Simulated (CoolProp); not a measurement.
Properties of propylene glycol along the isotherm 346.85 °C.

The numbers come from the reference Helmholtz-energy equation of state, Eisenbach 2021 in CoolProp.

| p (MPa) | phase | cp (kJ/(kg K)) | fugacity coefficient |
|---|---|---|---|
| 0.115 | gas | 3.001 | 0.9929 |
| 0.18 | gas | 3.005 | 0.9889 |
| 0.28 | gas | 3.013 | 0.9827 |
| 0.435 | gas | 3.025 | 0.9731 |
| 0.678 | gas | 3.046 | 0.9581 |
| 1.06 | gas | 3.083 | 0.9345 |
| 1.64 | gas | 3.155 | 0.8987 |
| 2.56 | gas | 3.337 | 0.8413 |
| 3.98 | liquid | 4.696 | 0.6597 |
| 6.2 | liquid | 4.553 | 0.4444 |
| 9.66 | liquid | 4.404 | 0.3071 |
| 15 | liquid | 4.259 | 0.2210 |
| 23.4 | liquid | 4.120 | 0.1679 |
| 36.5 | liquid | 3.995 | 0.1390 |
